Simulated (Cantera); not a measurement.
A closed system holds: 1 mol Fe₂O₃, 0.2 mol O₂, 16 mol N₂, at 0.0100 bar.

Cantera equilibrium calculation (NASA polynomials, part measured and part estimated; ideal gas, pure solids and liquids). Candidate condensed phases: Fe, FeO, Fe₂O₃, Fe₃O₄; 11 gas species. Rates play no part.

Q: At 1477 °C, list the 4 most abundant gas species with their mole fractions, and the condensed phases.

A: N₂ 0.977, O₂ 0.0217, NO 0.00125, O 0.000110. Condensed: Fe₃O₄(s).
